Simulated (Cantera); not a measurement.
Cantera run:

```python
import numpy as np
import cantera as ct

gas_names = """
    H HO2 H2 H2O H2O2 Hg O OH O2 O3
""".split()
cond_names = """
    H2O(s) H2O(L) Hg(cr) Hg(L) HgO(s)
""".split()


def load(file, names, dense=False):
    # The tables refer to 1 bar. Condensed volumes are neglected.
    table = {s.name: s for s in ct.Species.list_from_file(file)}
    out = []
    for n in names:
        d = dict(table[n].input_data)
        d["thermo"] = dict(d["thermo"], **{"reference-pressure": 1e5})
        if dense:
            d["equation-of-state"] = {"model": "constant-volume", "density": "1e6 g/cm^3"}
        out.append(ct.Species.from_dict(d))
    return out


gas = ct.Solution(thermo="ideal-gas", species=load("nasa_gas.yaml", gas_names))
cond = {s.name: ct.Solution(thermo="fixed-stoichiometry", species=[s], name=s.name)
        for s in load("nasa_condensed.yaml", cond_names, dense=True)}
atoms = {
    'HgO': {'Hg': 1, 'O': 1},
    'H2': {'H': 2},
}
top_T = {}  # K; cautious upper limits of use, not melting points


def equilibrate(T, P, feed):
    n = {}
    for name, mol in feed.items():
        for a, k in atoms[name].items():
            n[a] = n.get(a, 0.0) + k * mol
    gas.TPX = T, P, n
    mass = sum(n.values()) * gas.mean_molecular_weight
    gas.equilibrate("TP")
    valid = [c for c in cond.values() if c.min_temp <= T <= top_T.get(c.name, c.max_temp)]
    mix = ct.Mixture([(gas, mass / gas.mean_molecular_weight)] + [(c, 0.0) for c in valid])
    mix.T, mix.P = T, P
    mix.equilibrate("TP", solver="vcs", rtol=1e-11, max_steps=5000)
    return mix


results = []
feed = {'HgO': 1, 'H2': 3.4}  # mol
T = 1348  # K
P = 140000  # Pa
mix = equilibrate(T, P, feed)
results.append((T, P, feed, dict(zip(mix.species_names, mix.species_moles))))
x = sorted(zip(gas.X, gas.species_names), reverse=True)
print(f"T = {T:g} K  P = {P:g} Pa  gas = {mix.phase_moles(0):.4g} mol")
print("   x: " + "  ".join(f"{s} {v:.3e}" for v, s in x if v > 0.0001))
print("   condensed (mol): " + ("  ".join(f"{mix.phase(i).name} {mix.phase_moles(i):.4g}"
      for i in range(1, mix.n_phases) if mix.phase_moles(i) > 1e-12) or "none"))
```

It prints:

```
T = 1348 K  P = 140000 Pa  gas = 4.4 mol
   x: H2 5.455e-01  Hg 2.273e-01  H2O 2.273e-01
   condensed (mol): none
```

Method: chemical equilibrium by Gibbs-energy minimisation in Cantera with the NASA 1993 tables (ideal gas, pure condensed phases).
